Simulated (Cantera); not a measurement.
Input: 1 mol Si, a varied amount of HCl, 74 mol H2, at 752 °C and 0.00825 Torr.

Method: chemical equilibrium by Gibbs-energy minimisation in Cantera with the NASA 1993 tables (ideal gas, pure condensed phases). Candidate condensed phases: Si; 19 gas species. The tables' values for SiCl3 are old estimates; treat these amounts as uncertain. Kinetics and transport are ignored.

x: gas mole fraction; n: condensed amount in mol.

```
n(HCl) (mol)   x H2   x HCl  x SiCl2  x SiCl4  n Si(s)
------------  -----  ------  -------  -------  -------
2.2           0.972  0.0262  0.00126        …    0.901
2.5           0.969  0.0293  0.00158        …    0.874
3             0.963  0.0343  0.00218        …    0.825
3.5           0.958  0.0390  0.00283        …    0.769
4             0.953  0.0434  0.00354        …    0.707
4.7           0.946  0.0493  0.00459        …    0.611
5.5           0.938  0.0556  0.00588        …    0.490
6.4           0.930  0.0621  0.00739        …    0.341
7.5           0.920  0.0693  0.00931        …    0.144
8.7           0.909  0.0786   0.0105        …        0
10            0.896  0.0922  0.00989        …        0
```

Complete the blanks.


- 2.2, x SiCl4: 1.12e-5
- 2.5, x SiCl4: 1.77e-5
- 3, x SiCl4: 3.34e-5
- 3.5, x SiCl4: 5.65e-5
- 4, x SiCl4: 8.82e-5
- 4.7, x SiCl4: 0.000149
- 5.5, x SiCl4: 0.000244
- 6.4, x SiCl4: 0.000386
- 7.5, x SiCl4: 0.000611
- 8.7, x SiCl4: 0.000894
- 10, x SiCl4: 0.00118
